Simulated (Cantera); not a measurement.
Cantera run:

```python
import numpy as np
import cantera as ct

gas_names = [...]  # 151 gases of nasa_gas.yaml made of C, H, N, O, Si
cond_names = """
    C(gr) C6H6(L) C7H8(L) C8H18(L),n-octa H2O(s) H2O(L) Si(cr) Si(L) SiC(b) SiO2(Lqz) SiO2(hqz) SiO2(L)
    Si2N2O(s) Si3N4(a)
""".split()


# ... load() reads the species with a 1 bar reference pressure and builds the phases ...
atoms = {
    'Si': {'Si': 1},
    'CO2': {'C': 1, 'O': 2},
    'H2': {'H': 2},
    'N2O': {'N': 2, 'O': 1},
}
top_T = {'C(gr)': 4500, 'SiC(b)': 3050, 'Si2N2O(s)': 2100, 'Si3N4(a)': 2400}  # K; cautious upper limits of use, not melting points


# ... equilibrate(T, P, feed) seeds the gas with the atoms and calls Mixture.equilibrate('TP', solver="vcs", rtol=1e-11, max_steps=5000) ...
results = []
feed = {'Si': 1, 'CO2': 0.91, 'H2': 4, 'N2O': 0.11}  # mol
T = 1550  # K
P = 1333.22  # Pa
mix = equilibrate(T, P, feed)
results.append((T, P, feed, dict(zip(mix.species_names, mix.species_moles))))
x = sorted(zip(gas.X, gas.species_names), reverse=True)
print(f"T = {T:g} K  P = {P:g} Pa  gas = {mix.phase_moles(0):.4g} mol")
print("   x: " + "  ".join(f"{s} {v:.3e}" for v, s in x if v > 1e-06))
print("   condensed (mol): " + ("  ".join(f"{mix.phase(i).name} {mix.phase_moles(i):.4g}"
      for i in range(1, mix.n_phases) if mix.phase_moles(i) > 1e-12) or "none"))
```

Result:

```
T = 1550 K  P = 1333.22 Pa  gas = 4.859 mol
   x: H2 8.231e-01  CO 1.501e-01  SiO 2.550e-02  N2 1.025e-03  H 2.475e-04  H2O 1.679e-05  HCN 5.134e-06  CH4 2.183e-06  CO2 1.095e-06
   condensed (mol): SiC(b) 0.1804  SiO2(hqz) 0.4857  Si2N2O(s) 0.105
```

Method: chemical equilibrium by Gibbs-energy minimisation in Cantera with the NASA 1993 tables (ideal gas, pure condensed phases). Mutual solubility and eutectic melting of coexisting phases are not modelled. The tables hold silica as quartz up to 1696 K and as liquid above; real silica turns to tridymite and cristobalite and melts near 1996 K.
